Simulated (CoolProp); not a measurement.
Vapour-liquid equilibrium of benzene (1) + cyclohexane (2) at 490.1 K; x and y are mole fractions of (1).

Values from CoolProp's multi-fluid Helmholtz-energy mixture model, Thol 2012 and Zhou 2014; pair parameters Bell 2016.

**Question.** Give the bubble pressure and the first vapour's composition at x = 0.35, 0.75, 0.95. Is there an azeotrope?

**Answer.** x = 0.35: 1889 kPa, y = 0.373; x = 0.75: 1929 kPa, y = 0.744; x = 0.95: 1889 kPa, y = 0.944. y crosses x between x = 0.65 and 0.75: the model has an azeotrope there.

Pair parameters are fitted to limited data, so mixtures are less certain than the pure fluids.
